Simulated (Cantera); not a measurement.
**Moist CO burnout**

An isothermal, constant-pressure homogeneous reactor starts with 0.211 % CO, 3.84 % O₂, 0.0221 % H₂O, 95.9 % N₂, at 1000 K and 5.00 bar.

Computed with Cantera and GRI-Mech 3.0 (53 species, 325 reactions).

| t (s) | x CO | x O₂ | x H₂O | x N₂O | x H₂ |
|---|---|---|---|---|---|
| 2.00e-6 | 0.00211 | 0.0384 | 0.000221 | <1e-12 | <1e-12 |
| 9.28e-6 | 0.00211 | 0.0384 | 0.000221 | <1e-12 | <1e-12 |
| 4.31e-5 | 0.00211 | 0.0384 | 0.000221 | <1e-12 | <1e-12 |
| 0.000200 | 0.00211 | 0.0384 | 0.000221 | <1e-12 | <1e-12 |
| 0.000928 | 0.00211 | 0.0384 | 0.000221 | <1e-12 | <1e-12 |
| 0.00431 | 0.00211 | 0.0384 | 0.000221 | 5.89e-12 | <1e-12 |
| 0.0200 | 0.00211 | 0.0384 | 0.000221 | 4.39e-11 | <1e-12 |
| 0.0928 | 0.00211 | 0.0384 | 0.000221 | 2.56e-10 | 3.75e-12 |
| 0.431 | 0.00211 | 0.0384 | 0.000221 | 2.32e-9 | 2.51e-10 |
| 2.00 | 0.00202 | 0.0383 | 0.000221 | 3.33e-8 | 1.88e-8 |
| 9.28 | 0.00158 | 0.0381 | 0.000221 | 1.81e-7 | 5.83e-8 |
| 43.1 | 0.000571 | 0.0376 | 0.000221 | 5.64e-7 | 2.52e-8 |
| 200 | 1.98e-5 | 0.0374 | 0.000221 | 4.18e-7 | 6.69e-10 |
x: mole fraction; the columns are a selection and need not sum to one.

Equilibrium at this temperature and pressure: CO <1e-12, O₂ 0.0373, H₂O 0.000221, N₂O 2.97e-9, H₂ <1e-12 (gas phase only).
